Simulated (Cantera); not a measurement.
## Equilibrium for silicon oxide and oxynitride deposition: HMDSO + H2O + N2

A closed system holds: 1 mol HMDSO, 0.35 mol H2O, 120 mol N2, at 1330 Pa.

These are equilibrium values from Cantera (NASA tables, ideal gas, pure condensed phases), not measurements of a reactor. Candidate condensed phases: C, C6H6, C7H8, C8H18, H2O, Si, SiC, SiO2, Si2N2O, Si3N4; 151 gas species. The feed counts by its element totals alone. N2 is the only nitrogen source here; it is nearly inert below about 1500 K, so the nitride shown seldom forms there in practice. Mutual solubility and eutectic melting of coexisting phases are not modelled. Rates play no part.

From 850 K to 950 K the condensed part is C(graphite) + SiO2(β-quartz) + Si2N2O(s). From 1050 K to 1350 K the condensed part is C(graphite) + Si2N2O(s). At 1450 K the condensed part is C(graphite) + SiC(s) + Si2N2O(s). From 1550 K to 1850 K the condensed part is C(graphite) + SiC(s).

```
T (K)  log p N2  log p H2  log p CO  log p HCN  log p H  log p HNC  log p SiO  log p CH4  n C(graphite)  n SiO2(β-quartz)  n Si2N2O(s)  n SiC(s)
-----  --------  --------  --------  ---------  -------  ---------  ---------  ---------  -------------  ----------------  -----------  --------
850       -1.91     -3.01     -5.70      -8.98   -12.20     -12.37       <-13      -6.23           5.98             0.220        0.890         0
950       -1.91     -3.01     -4.55      -8.11   -10.76     -11.11       <-13      -6.80           5.72            0.0508        0.975         0
1050      -1.91     -3.01     -4.44      -7.42    -9.60     -10.09     -12.98      -7.27           5.65                 0         1.00         0
1150      -1.91     -3.01     -4.44      -6.84    -8.63      -9.26     -11.16      -7.66           5.65                 0         1.00         0
1250      -1.91     -3.01     -4.44      -6.36    -7.82      -8.55      -9.64      -7.99           5.65                 0        1.000         0
1350      -1.91     -3.01     -4.44      -5.95    -7.13      -7.96      -8.35      -8.27           5.64                 0        1.000         0
1450      -1.91     -3.01     -4.44      -5.60    -6.53      -7.44      -7.24      -8.51           5.62                 0        0.999   0.00220
1550      -1.91     -3.02     -3.86      -5.29    -6.01      -7.00      -6.48      -8.74           2.61                 0            0      2.00
1650      -1.91     -3.02     -3.86      -5.03    -5.55      -6.61      -6.32      -8.92           2.56                 0            0      2.00
1750      -1.91     -3.03     -3.86      -4.79    -5.15      -6.26      -6.18      -9.09           2.50                 0            0      1.99
1850      -1.91     -3.03     -3.86      -4.58    -4.78      -5.95      -6.06      -9.25           2.40                 0            0      1.99
```
log p: log10 of the partial pressure in bar; n: condensed amount in mol.
